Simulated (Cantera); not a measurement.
## Thermodynamics of fluorocarbon and chlorocarbon gases, feed CH₂F₂ + CH₄

Input: 1 mol CH₂F₂, 1.6 mol CH₄, held at 975 °C and 1000 Pa.

These are equilibrium values from Cantera (NASA tables, ideal gas, pure condensed phases), not measurements of a reactor. Candidate condensed phases: C, C₆H₆, C₇H₈, C₈H₁₈; 95 gas species. Kinetics and transport are ignored.

```json
{
 "x(H₂)": "0.615",
 "x(HF)": "0.385",
 "x(CH₄)": "4.22e-5",
 "x(H)": "3.66e-6",
 "n(C(graphite))": "2.60 mol",
 "gas_amount": "5.200 mol"
}
```
